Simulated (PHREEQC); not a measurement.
Dissolve 0.33 mol/kgw CuSO4 and 0.0024 mol/kgw HCl at 25 °C. Closed to the air; pH follows from the charge balance.

Equilibrium calculation in PHREEQC: ion-association model, phreeqc.dat.

**Question.** The ionic strength comes out as 0.600 mol/kgw. What activity coefficients do Cu+2, CuCl+, SO4-2, Cl-, CuOH+ get?

**Answer.** Cu+2 0.24, CuCl+ 0.64, SO4-2 0.19, Cl- 0.64, CuOH+ 0.64.

No solid was allowed to form.
